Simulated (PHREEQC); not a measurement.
Make-up at 25 °C: 39 mmol/kgw NaH2PO4 and 4.9 mmol/kgw NaOH. Closed to the air; pH follows from the charge balance.

The numbers come from PHREEQC with the ion-association model, wateq4f.dat.

This is a speciation only: nothing precipitates in the calculation.

**Question.** What pH, ionic strength does the model give?

**Answer.** pH 6.10; ionic strength 0.0484 mol/kgw.

**Question.** In which forms is P present?

**Answer.** H2PO4- 87 %, HPO4-2 12 % of the P.

Complexes and solids missing from the database can't appear. H3PO4, which wateq4f.dat lacks, is added to it with the constant of phreeqc.dat.
